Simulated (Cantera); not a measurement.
Feed: 1 mol Ti(OiPr)4, 0.37 mol H2O, equilibrated at 22.0 Pa.

Equilibrium computed with Cantera from the NASA thermochemical tables; the gas is ideal and each condensed phase is pure. Candidate condensed phases: C, C6H6, C7H8, C8H18, H2O, Ti, TiC, TiO, TiO2, Ti2O3, Ti3O5, Ti4O7; 113 gas species. The feed counts by its element totals alone. TiC: taken at fixed stoichiometry. Kinetics and transport are ignored.

Which condensed phases are stable at each of these points (T (K)): 1025, 1075, 1125, 1175, 1225, 1275, 1325, 1375, 1425, 1475, 1525?


| T (K) | condensed phases | Ti condensed (%) |
|---|---|---|
| 1025 | C(graphite) + Ti3O5(s) | 100.0 |
| 1075 | C(graphite) + TiC(s) | 100.0 |
| 1125 | C(graphite) + TiC(s) | 100.0 |
| 1175 | C(graphite) + TiC(s) | 100.0 |
| 1225 | C(graphite) + TiC(s) | 100.0 |
| 1275 | C(graphite) + TiC(s) | 100.0 |
| 1325 | C(graphite) + TiC(s) | 100.0 |
| 1375 | C(graphite) + TiC(s) | 100.0 |
| 1425 | C(graphite) + TiC(s) | 100.0 |
| 1475 | C(graphite) + TiC(s) | 100.0 |
| 1525 | C(graphite) + TiC(s) | 100.0 |

At 1025 K the condensed part is C(graphite) + Ti3O5(s). From 1075 K to 1525 K the condensed part is C(graphite) + TiC(s).
